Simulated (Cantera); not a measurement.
**Diamond growth**

A diamond (100) surface in a fixed gas of H2 with x(CH4) = 0.0022, x(CH3) = 0.00031, at 1148 K, 0.0780 bar; coverages are run to steady state.

Cantera simulation using the Harris–Goodwin 1993 mechanism for the reconstructed diamond (100) surface; the numbers are that mechanism's predictions, not measurements.

```tsv
x(H)	growth (µm/h)	θ c6HH	θ c6H*	θ c6*H	θ c6**	θ c6HM
0.0001	0.564	0.590	0.0247	0.351	0.00441	0.0157
0.00021	1.29	0.531	0.0280	0.399	0.00828	0.0187
0.00043	2.60	0.497	0.0298	0.425	0.0127	0.0204
0.0009	4.89	0.478	0.0309	0.440	0.0169	0.0201
0.0019	8.34	0.471	0.0316	0.449	0.0200	0.0173
0.0039	12.3	0.469	0.0321	0.456	0.0218	0.0130
0.0081	16.2	0.470	0.0325	0.461	0.0230	0.00834
0.017	19.1	0.471	0.0329	0.464	0.0237	0.00473
0.035	20.8	0.472	0.0334	0.466	0.0241	0.00252
```
θ: site fractions in the mechanism's names (c6HH fully hydrogenated, c6H* and c6*H radical sites, c6** diradical, c6HM methylated).
